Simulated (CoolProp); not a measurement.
A Linde-Hampson liquefier for nitrogen: isothermal reversible compression at 200 K from 1 atm to 10 MPa, throttling to 1 atm, return gas leaving the recuperator 2 K below the feed. Each further row changes one setting.

Values from CoolProp's reference Helmholtz-energy equation of state, Span 2000.

```csv
case,liquid yield per pass,compression work (kJ/kg of gas)
as stated,?,261
high pressure 20 MPa,?,?
warm-end temperature 230 K,0.093,?
warm-end gap 7 K,?,261
```

Q: What belongs in the gaps?

A: 
- as stated, liquid yield per pass: 0.142
- high pressure 20 MPa, liquid yield per pass: 0.229
- high pressure 20 MPa, compression work (kJ/kg of gas): 296
- warm-end temperature 230 K, compression work (kJ/kg of gas): 307
- warm-end gap 7 K, liquid yield per pass: 0.128
